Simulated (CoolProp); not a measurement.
Vapour-liquid equilibrium of C2F6 (R116) (1) + R143a (2) at 0.65 MPa; x and y are mole fractions of (1).

Values from CoolProp's multi-fluid Helmholtz-energy mixture model, Lemmon 2006 and Lemmon and Jacobsen 2000; pair parameters Bell 2016.

| x | bubble temperature (K) | y at the bubble point | dew temperature at overall composition x (K) | liquid density (mol/L) |
|---|---|---|---|---|
| 0.05 | 267.9 | 0.205 | 273.1 | 12.16 |
| 0.2 | 254.2 | 0.541 | 268.0 | 12.00 |
| 0.35 | 247.4 | 0.679 | 262.4 | 11.63 |
| 0.5 | 243.7 | 0.753 | 256.1 | 11.20 |
| 0.65 | 241.4 | 0.809 | 248.9 | 10.78 |
| 0.8 | 239.7 | 0.869 | 241.7 | 10.43 |
| 0.95 | 238.6 | 0.957 | 238.6 | 10.14 |

No azeotrope shows between x = 0.05 and 0.95.

The pair parameters rest on a limited set of measurements; away from them the model extrapolates.
